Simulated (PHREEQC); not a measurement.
30 mol of Gypsum (CaSO4:2H2O) is brought to equilibrium with 1 kg of water, at 20 °C and several pressures. No CO2 enters from the air. Only these solids could form: Gypsum.

Base run: PHREEQC, Pitzer model, pitzer.dat. Each further column changes one thing. The table gives dissolved Ca (mol/kgw).

```tsv
P (atm)	base	temperature from 20 to 45 °C
1	0.0148	…
50	0.0157	0.0163
200	0.0185	0.0190
300	0.0203	0.0209
400	0.0220	0.0228
500	0.0237	…
800	0.0282	…
1000	0.0306	…
```

Problem. Some entries are withheld; supply them.

Solution. 
- 1, temperature from 20 to 45 °C: 0.0154
- 500, temperature from 20 to 45 °C: 0.0249
- 800, temperature from 20 to 45 °C: 0.0314
- 1000, temperature from 20 to 45 °C: 0.0360

 Away from 25 °C the constants follow the database's enthalpies or fits; those with neither stay at their 25 °C values.
